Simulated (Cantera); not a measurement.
An isothermal, constant-pressure homogeneous reactor starts with H₂ : O₂ = 0.045 : 1 (molar parts), at 1350 K and 3.38 Torr.

Cantera simulation using the H2/O2 subset of GRI-Mech 3.0, which has no nitrogen chemistry; the numbers are that mechanism's predictions, not measurements. Radical loss at walls, strong at low pressure, is not modelled. The temperature is held fixed by assumption; the heat of reaction is taken as removed at once.

x: mole fraction; the columns are a selection and need not sum to one.

```json
[
 {"t (s)": "3.00e-5", "x H₂": "0.0431", "x O₂": "0.957", "x H₂O₂": "<1e-12", "x OH": "8.52e-10", "x H₂O": "4.91e-11", "x H": "3.94e-9", "x O": "8.68e-10"},
 {"t (s)": "0.000147", "x H₂": "0.0431", "x O₂": "0.957", "x H₂O₂": "6.49e-12", "x OH": "1.30e-8", "x H₂O": "4.00e-9", "x H": "1.32e-8", "x O": "1.41e-8"},
 {"t (s)": "0.000721", "x H₂": "0.0431", "x O₂": "0.957", "x H₂O₂": "1.51e-10", "x OH": "2.42e-7", "x H₂O": "3.04e-7", "x H": "1.18e-7", "x O": "3.01e-7"},
 {"t (s)": "0.00353", "x H₂": "0.0384", "x O₂": "0.953", "x H₂O₂": "…", "x OH": "0.00182", "x H₂O": "0.00334", "x H": "0.000883", "x O": "0.00245"},
 {"t (s)": "0.0173", "x H₂": "0.000639", "x O₂": "0.920", "x H₂O₂": "1.86e-8", "x OH": "0.00459", "x H₂O": "0.0378", "x H": "0.00477", "x O": "0.0321"},
 {"t (s)": "0.0849", "x H₂": "0.000586", "x O₂": "0.923", "x H₂O₂": "1.84e-8", "x OH": "0.00440", "x H₂O": "0.0383", "x H": "0.00413", "x O": "0.0291"},
 {"t (s)": "0.416", "x H₂": "0.000392", "x O₂": "0.935", "x H₂O₂": "1.73e-8", "x OH": "0.00362", "x H₂O": "0.0402", "x H": "0.00217", "x O": "0.0188"},
 {"t (s)": "2.04", "x H₂": "9.59e-5", "x O₂": "0.951", "x H₂O₂": "…", "x OH": "0.00181", "x H₂O": "0.0428", "x H": "0.000249", "x O": "0.00439"},
 {"t (s)": "10.0", "x H₂": "7.74e-6", "x O₂": "0.955", "x H₂O₂": "…", "x OH": "0.000515", "x H₂O": "0.0437", "x H": "5.60e-6", "x O": "0.000349"}
]
```

What belongs in the gaps?


- 0.00353, x H₂O₂: 5.50e-9
- 2.04, x H₂O₂: 1.11e-8
- 10.0, x H₂O₂: 3.17e-9
